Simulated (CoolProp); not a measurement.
Values from CoolProp's reference Helmholtz-energy equation of state, Lemmon 2016.

For R227EA, give the phase and the Z, cp (kJ/(kg K)), speed of sound (m/s), expansivity (1/kK) at 359.8 K and 10.7 MPa.


- 359.8 K and 10.7 MPa: liquid; Z 0.496, cp 1.25, speed of sound 337, expansivity 3.37
